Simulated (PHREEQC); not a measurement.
Solution (25 °C): 0.21 mol HNO3, 0.25 mol NaCl and 0.0087 mol KCl per kg of water. Closed to the air; pH follows from the charge balance.

Computed with PHREEQC (ion-association model, wateq4f.dat).

### Question
The ionic strength comes out as 0.469 mol/kgw. What activity coefficients do H+, NO3-, Na+, K+, Cl- get?

### Answer
H+ 0.77, NO3- 0.62, Na+ 0.71, K+ 0.65, Cl- 0.65.

No solid was allowed to form. Complexes and solids missing from the database can't appear.
